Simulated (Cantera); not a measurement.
A closed system holds: 1 mol FeS2, 0.063 mol SO2, 2.5 mol CO2, held at 0.0133 bar.

Cantera equilibrium calculation (NASA polynomials, part measured and part estimated; ideal gas, pure solids and liquids). Candidate condensed phases: C, Fe, Fe(CO)5, FeO, FeS, FeSO4, FeS2, Fe2O3, Fe2(SO4)3, Fe3O4, S; 25 gas species. FeS: taken at fixed stoichiometry. The numbers say what is thermodynamically allowed, not how fast it happens.

Q: At 1052 °C, list the 5 most abundant gas species with their mole fractions, and the condensed phases.

A: CO2 0.636, CO 0.148, S2 0.118, SO2 0.0937, COS 0.00180. Condensed: FeS(s).
